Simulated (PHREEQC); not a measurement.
Solution (32 °C): 0.018 mol H3BO3 per kg of water. Closed to the air; pH follows from the charge balance.

Equilibrium calculation in PHREEQC: ion-association model, phreeqc.dat.

This is a speciation only: nothing precipitates in the calculation.

Problem. Estimate the pH, ionic strength.

Solution. pH 5.46; ionic strength 3.44e-6 mol/kgw.
